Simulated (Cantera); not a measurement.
An isothermal, constant-pressure homogeneous reactor starts with CH4 : N2 = 1 : 3.4 (molar parts), at 1350 K and 0.0263 atm. Integrator tolerance rtol = 1e-08.

Detailed kinetics in Cantera: GRI-Mech 3.0 (53 species, 325 reactions). GRI-Mech 3.0 stops at C3 and has no aromatics, soot or wall deposition, so with more carbon than oxygen in the feed, carbon stays in small species such as C2H2 where larger ones or solid carbon would form. Radical loss at walls, strong at low pressure, is not modelled.

**Question.** What does this change do: pressure from 0.0263 atm to 1.09 atm?

**Answer.** 
```csv
quantity,before,after
x(CH4) at 300 s,0.104 (gas-phase equilibrium 0.00443),0.0831 (gas-phase equilibrium 0.0726)
x(CH3) at 300 s,2.90e-5 (gas-phase equilibrium 2.48e-6),9.24e-6 (gas-phase equilibrium 7.70e-6)
x(H) at 300 s,2.13e-6 (gas-phase equilibrium 7.66e-6),9.34e-7 (gas-phase equilibrium 9.79e-7)
x(C2H2) at 300 s,0.0499 (gas-phase equilibrium 0.0525),0.0470 (gas-phase equilibrium 0.0271)
x(C2H4) at 300 s,0.000495 (gas-phase equilibrium 0.000569),0.0129 (gas-phase equilibrium 0.00816)
x(H2) at 300 s,0.151 (gas-phase equilibrium 0.272),0.167 (gas-phase equilibrium 0.183)
```
